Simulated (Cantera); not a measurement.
Cantera run:

```python
import numpy as np
import cantera as ct

gas_names = """
    AL ALH ALN ALO ALOH ALO2 ALO2H AL2 AL2O AL2O2 H HALO HNO HNO2 HNO3 HO2 H2 H2O H2O2 N NH NH2 NH3
    NH2OH NO NO2 NO3 N2 N2H2 N2H4 N2O O OH O2 O3
""".split()
cond_names = """
    AL(cr) AL(L) ALN(s) AL2O3(a) AL2O3(L) H2O(s) H2O(L)
""".split()


# ... load() reads the species with a 1 bar reference pressure and builds the phases ...
atoms = {
    'Al2O3': {'AL': 2, 'O': 3},
    'H2': {'H': 2},
    'N2': {'N': 2},
}
top_T = {'ALN(s)': 2750}  # K; cautious upper limits of use, not melting points


# ... equilibrate(T, P, feed) seeds the gas with the atoms and calls Mixture.equilibrate('TP', solver="vcs", rtol=1e-11, max_steps=5000) ...
results = []
feed = {'Al2O3': 1, 'H2': 1.1, 'N2': 2.1}  # mol
T = 648.15  # K
P = 133.322  # Pa
mix = equilibrate(T, P, feed)
results.append((T, P, feed, dict(zip(mix.species_names, mix.species_moles))))
x = sorted(zip(gas.X, gas.species_names), reverse=True)
print(f"T = {T:g} K  P = {P:g} Pa  gas = {mix.phase_moles(0):.4g} mol")
print("   x: " + "  ".join(f"{s} {v:.3e}" for v, s in x if v > 0.001))
print("   condensed (mol): " + ("  ".join(f"{mix.phase(i).name} {mix.phase_moles(i):.4g}"
      for i in range(1, mix.n_phases) if mix.phase_moles(i) > 1e-12) or "none"))
```

Result:

```
T = 648.15 K  P = 133.322 Pa  gas = 3.2 mol
   x: N2 6.563e-01  H2 3.437e-01
   condensed (mol): ALN(s) 5.904e-11  AL2O3(a) 1
```

Method: chemical equilibrium by Gibbs-energy minimisation in Cantera with the NASA 1993 tables (ideal gas, pure condensed phases).
